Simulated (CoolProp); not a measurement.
Values from CoolProp's reference Helmholtz-energy equation of state, Gedanitz 2015.

### Question
Give the vapour pressure (bar), liquid density (kg/m³), enthalpy of vaporisation (kJ/kg), surface tension (mN/m) of saturated cyclopentane at 0.05 °C.

### Answer
```
T (°C)  p (bar)  liquid density (kg/m³)  enthalpy of vaporisation (kJ/kg)  surface tension (mN/m)
------  -------  ----------------------  --------------------------------  ----------------------
0.05      0.143                     765                               423                    25.5
```

Surface tension comes from a separate correlation (Mulero 2014).
